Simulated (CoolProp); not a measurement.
Methanol at 394.72 K and 0.165 MPa is compressed adiabatically to 0.57 MPa with isentropic efficiency 0.75. Each further row changes one setting.

Computed with CoolProp (reference Helmholtz-energy equation of state, de Reuck 1993).

```
case             work (kJ/kg)  final temperature (K)  final density (kg/m³)
---------------  ------------  ---------------------  ---------------------
as stated          (withheld)                  501.0             (withheld)
efficiency 1              137             (withheld)                   4.74
efficiency 0.65    (withheld)                  515.0                   4.36
```

Some entries are withheld; supply them.


- as stated, work (kJ/kg): 182
- as stated, final density (kg/m³): 4.50
- efficiency 1, final temperature (K): 478.2
- efficiency 0.65, work (kJ/kg): 210
